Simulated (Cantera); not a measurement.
A Cantera script and what it prints.

```python
import numpy as np
import cantera as ct

gas_names = [...]  # 109 gases of nasa_gas.yaml made of C, Cl, H, Si
cond_names = """
    C(gr) C6H6(L) C7H8(L) C8H18(L),n-octa Si(cr) Si(L) SiC(b)
""".split()


# ... load() reads the species with a 1 bar reference pressure and builds the phases ...
atoms = {
    'CH3SiCl3': {'C': 1, 'H': 3, 'Si': 1, 'CL': 3},
    'C2H4': {'C': 2, 'H': 4},
    'H2': {'H': 2},
}
top_T = {'C(gr)': 4500, 'SiC(b)': 3050}  # K; cautious upper limits of use, not melting points


# ... equilibrate(T, P, feed) seeds the gas with the atoms and calls Mixture.equilibrate('TP', solver="vcs", rtol=1e-11, max_steps=5000) ...
results = []
feed = {'CH3SiCl3': 1, 'C2H4': 0.14, 'H2': 2000}  # mol
T = 1848  # K
P = 133.322  # Pa
mix = equilibrate(T, P, feed)
results.append((T, P, feed, dict(zip(mix.species_names, mix.species_moles))))
x = sorted(zip(gas.X, gas.species_names), reverse=True)
print(f"T = {T:g} K  P = {P:g} Pa  gas = {mix.phase_moles(0):.4g} mol")
print("   x: " + "  ".join(f"{s} {v:.3e}" for v, s in x if v > 0.0001))
print("   condensed (mol): " + ("  ".join(f"{mix.phase(i).name} {mix.phase_moles(i):.4g}"
      for i in range(1, mix.n_phases) if mix.phase_moles(i) > 1e-12) or "none"))
```

It prints:

```
T = 1848 K  P = 133.322 Pa  gas = 2018 mol
   x: H2 9.838e-01  H 1.440e-02  HCL 1.469e-03  Si 1.759e-04  C2H2,acetylene 1.613e-04
   condensed (mol): SiC(b) 0.6133
```

Method: chemical equilibrium by Gibbs-energy minimisation in Cantera with the NASA 1993 tables (ideal gas, pure condensed phases). The feed counts by its element totals alone.
